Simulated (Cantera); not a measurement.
Feed: 1 mol HMDSO, 5.5 mol O3, held at 1250 °C and 3.70 mbar.

These are equilibrium values from Cantera (NASA tables, ideal gas, pure condensed phases), not measurements of a reactor. Candidate condensed phases: C, C6H6, C7H8, C8H18, H2O, Si, SiC, SiO2; 123 gas species. The feed counts by its element totals alone. The tables hold silica as quartz up to 1696 K and as liquid above; real silica turns to tridymite and cristobalite and melts near 1996 K. Kinetics and transport are ignored.

Q: What is the equilibrium state?

A: 
| Item | Value |
|---|---|
| x(H2O) | 0.358 |
| x(CO) | 0.258 |
| x(H2) | 0.242 |
| x(CO2) | 0.142 |
| x(H) | 0.000187 |
| x(OH) | 8.52e-6 |
| n(SiO2(β-quartz)) | 2.00 mol |
| gas amount | 15.00 mol |
| log10 activity of C(graphite) (absent) | -6.03 |
| log10 activity of Si(s) (absent) | -11.09 |
